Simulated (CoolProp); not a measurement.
Vapour pressure (bar) of dodecamethylcyclohexasiloxane (D6): the reference equation beside estimates from Tc = 372.6 °C, pc = 9.614 bar, ω = 0.736. Clausius-Clapeyron is anchored at 185.45 °C with a constant enthalpy of vaporisation of 51.43 kJ/mol.

The numbers come from the reference Helmholtz-energy equation of state, Colonna 2008 in CoolProp. It is a short technical equation, of lower accuracy than the large ones.

| T (°C) | reference | Lee-Kesler | Clausius-Clapeyron | van der Waals | Peng-Robinson |
|---|---|---|---|---|---|
| 66.95 | 0.0009624 | 0.001020 | 0.001968 | 0.3768 | 0.001228 |
| 83.95 | 0.002831 | 0.002919 | 0.004678 | 0.5129 | 0.003407 |
| 100.85 | 0.007286 | (withheld) | 0.01023 | 0.6790 | 0.008389 |
| 117.75 | (withheld) | 0.01689 | 0.02092 | 0.8788 | 0.01875 |
| 134.75 | 0.03562 | 0.03557 | 0.04046 | 1.117 | 0.03873 |
| 151.65 | 0.06934 | 0.06916 | 0.07397 | 1.393 | 0.07408 |
| 168.55 | 0.1261 | 0.1259 | 0.1291 | 1.711 | 0.1331 |
| 185.45 | 0.2164 | 0.2167 | 0.2164 | (withheld) | 0.2266 |
| 202.45 | 0.3540 | (withheld) | 0.3504 | 2.485 | 0.3688 |
| 219.35 | 0.5528 | 0.5572 | 0.5475 | 2.944 | 0.5744 |
| 236.25 | 0.8316 | 0.8405 | 0.8306 | 3.453 | 0.8630 |
| 253.15 | 1.211 | 1.227 | 1.227 | 4.014 | 1.257 |
| 270.15 | 1.719 | 1.743 | 1.772 | 4.634 | 1.783 |
| 287.05 | 2.378 | 2.411 | 2.498 | 5.306 | 2.465 |
| 303.95 | (withheld) | 3.265 | 3.452 | 6.035 | 3.335 |

Question: Some entries are withheld; supply them.

Answer: 
- 100.85, Lee-Kesler: 0.007384
- 117.75, reference: 0.01684
- 185.45, van der Waals: 2.074
- 202.45, Lee-Kesler: 0.3556
- 303.95, reference: 3.224

Absolute difference from the reference over all 15 rows, mean and median: Lee-Kesler 1.3 and 1.1 %, Clausius-Clapeyron 18.4 and 5.0 %, van der Waals 5361.9 and 858.4 %, Peng-Robinson 8.4 and 4.7 %.
